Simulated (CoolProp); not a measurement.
Values from CoolProp's reference Helmholtz-energy equation of state, Lemmon 2006. It is a short technical equation, of lower accuracy than the large ones.

### Question
For nitrous oxide, give the phase and the cp (kJ/(kg K)), cv (kJ/(kg K)), speed of sound (m/s) at 395.6 K and 0.157 MPa; 443.8 K and 0.157 MPa.

### Answer
- 395.6 K and 0.157 MPa: gas; cp 0.970, cv 0.778, speed of sound 304
- 443.8 K and 0.157 MPa: gas; cp 1.01, cv 0.815, speed of sound 321
